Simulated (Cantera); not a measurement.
A closed system holds: 1 mol SiF₄, 27 mol NO, 1.1 mol H₂, at 37.5 Torr.

Method: chemical equilibrium by Gibbs-energy minimisation in Cantera with the NASA 1993 tables (ideal gas, pure condensed phases). Candidate condensed phases: H₂O, Si, SiO₂, Si₂N₂O, Si₃N₄; 58 gas species. The tables hold silica as quartz up to 1696 K and as liquid above; real silica turns to tridymite and cristobalite and melts near 1996 K. Equilibrium is a limit: real reactors are often held back by kinetics, nucleation or transport. All values below are at 1525 °C.

Base state: N₂ 0.462, O₂ 0.443, HF 0.0733, SiF₄ 0.0160, NO 0.00459, H₂O 0.00108, O 0.000355, OH 0.000181 (mole fractions); condensed: SiO₂(condensed).

Q: What changes in the equilibrium state with this change: NO from 27 to 2.6 mol?

A: 
```
species                 before     after
--------------------  --------  --------
HF                      0.0733     0.440
N₂                       0.462     0.278
O₂                       0.443     0.159
H₂O                    0.00108    0.0153
SiF₄                    0.0160     0.104
SiF₃                   5.32e-6   2.79e-5
OH                    0.000181  0.000526
NO                     0.00459   0.00214
SiO₂(condensed), mol     0.533     0.514
```
The tables' values for SiF₃ are old estimates; treat these amounts as uncertain.
